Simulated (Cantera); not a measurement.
What does this Cantera script print?

```python
import numpy as np
import cantera as ct

gas_names = """
    CL CLO CL2 Mg MgCL MgCL2 MgN MgO Mg2 N NO NO2 NO3 N2 N2O O O2 O3
""".split()
cond_names = """
    Mg(cr) Mg(L) MgCL2(s) MgCL2(L) MgO(s) MgO(L)
""".split()


# ... load() reads the species with a 1 bar reference pressure and builds the phases ...
atoms = {
    'MgCl2': {'Mg': 1, 'CL': 2},
    'O2': {'O': 2},
    'N2': {'N': 2},
}
top_T = {}  # K; cautious upper limits of use, not melting points


# ... equilibrate(T, P, feed) seeds the gas with the atoms and calls Mixture.equilibrate('TP', solver="vcs", rtol=1e-11, max_steps=5000) ...
results = []
feed = {'MgCl2': 1, 'O2': 4.7, 'N2': 220}  # mol
P = 1333.22  # Pa
for T in [1100, 1250, 1400, 1550, 1700, 1850, 2000, 2150]:
    mix = equilibrate(T, P, feed)
    results.append((T, P, feed, dict(zip(mix.species_names, mix.species_moles))))

top = {s: max(r[3][s] / sum(r[3][g] for g in gas_names) for r in results) for s in gas_names}
cols = sorted((s for s in top if top[s] > 0.001), key=lambda s: -top[s])[:5]
seen = [c for c in cond_names if any(r[3].get(c, 0) > 1e-12 for r in results)]
print("log10 of partial pressures in bar; condensed amounts in mol")
print(f"{'T/K':>10s}" + "".join(f"{s[:9]:>10s}" for s in cols + seen))
for T, P, feed, n in results:
    ng = sum(n[g] for g in gas_names)
    print(f"{T:10.4g}" + "".join(f"{np.log10(max(n[s] / ng * P / 1e5, 1e-99)):10.3f}" for s in cols)
          + "".join(f"{n.get(c, 0):10.4g}" for c in seen))
```

Output:

```
log10 of partial pressures in bar; condensed amounts in mol
       T/K        N2        O2        CL       CL2        NO    MgO(s)
      1100    -1.885    -3.603    -4.961    -4.284    -6.424    0.9716
      1250    -1.886    -3.596    -4.394    -4.573    -5.900    0.7938
      1400    -1.887    -3.591    -4.174    -5.256    -5.488    0.6617
      1550    -1.887    -3.596    -4.100    -6.016    -5.161    0.6902
      1700    -1.887    -3.605    -4.060    -6.687    -4.893    0.7421
      1850    -1.887    -3.617    -4.033    -7.264    -4.671    0.7867
      2000    -1.888    -3.635    -4.014    -7.764    -4.487    0.8157
      2150    -1.889    -3.663    -4.002    -8.204    -4.334    0.7289
```

These are equilibrium values from Cantera (NASA tables, ideal gas, pure condensed phases), not measurements of a reactor.
